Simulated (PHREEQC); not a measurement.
Consider water at 25 °C with 150 mmol/kgw NH4F, 24 mmol/kgw NaH2PO4 and 10 mmol/kgw Na2B4O7. Closed to the air; pH follows from the charge balance.

Equilibrium calculation in PHREEQC: ion-association model, wateq4f.dat.

| quantity | before | after |
|---|---|---|
| pH | 7.36 | 7.39 |
| ionic strength (mol/kgw) | 0.209 | 0.357 |
| Na+ (mol/kgw) | 0.0418 | 0.0407 |
| NaF (mol/kgw) | 0.00172 | 0.00292 |
| NH3 (mol/kgw) | 0.00145 | 0.00304 |

**Question.** What was changed between the two runs?
A) NaH2PO4 from 0.024 to 0.0024 mol/kgw
B) NH4F from 0.15 to 0.3 mol/kgw
C) temperature from 25 to 20 °C
D) Na2B4O7 replaced by Na2SiF6 at the same molality
E) NaH2PO4 from 0.024 to 0.24 mol/kgw

**Answer.** B, NH4F from 0.15 to 0.3 mol/kgw

Precipitation was switched off in this run. H3PO4, which wateq4f.dat lacks, is added to it with the constant of phreeqc.dat. Real BF4- forms and hydrolyses slowly; the run takes it at equilibrium.
